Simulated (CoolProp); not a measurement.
Values from CoolProp's reference Helmholtz-energy equation of state, Schmidt 1985.

**Question.** Give the vapour pressure (bar), vapour density (kg/m³), liquid viscosity (µPa s) of saturated oxygen at 102.6, 119 K.

**Answer.** 
```csv
T (K),p (bar),vapour density (kg/m³),liquid viscosity (µPa s)
102.6,3.14,12.7,144
119,9.64,37.1,99.6
```

Viscosity comes from a separate model (Lemmon 2004).
